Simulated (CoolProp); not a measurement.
Vapour-liquid equilibrium of nitrogen (1) + oxygen (2) at 77.4 K; x and y are mole fractions of (1).

Model: multi-fluid Helmholtz-energy mixture model, Span 2000 and Schmidt 1985; pair parameters Gernert 2013, in CoolProp.

```
x     bubble pressure, mixture model (MPa)  bubble pressure, Raoult's law (MPa)  y, mixture model  y, Raoult's law
----  ------------------------------------  -----------------------------------  ----------------  ---------------
0.05                               0.02604                              0.02495             0.235            0.204
0.2                                0.03977                              0.03709             0.570            0.549
0.35                               0.05192                              0.04924             0.725            0.724
0.5                                0.06337                              0.06138             0.820            0.830
0.65                               0.07466                              0.07353             0.889            0.901
0.8                                0.08611                              0.08567             0.943            0.951
0.95                               0.09787                              0.09782             0.987            0.989
```

The largest gap from Raoult's law is +7.2 % in bubble pressure, at x = 0.2. No azeotrope shows between x = 0.05 and 0.95.

Pair parameters are fitted to limited data, so mixtures are less certain than the pure fluids.
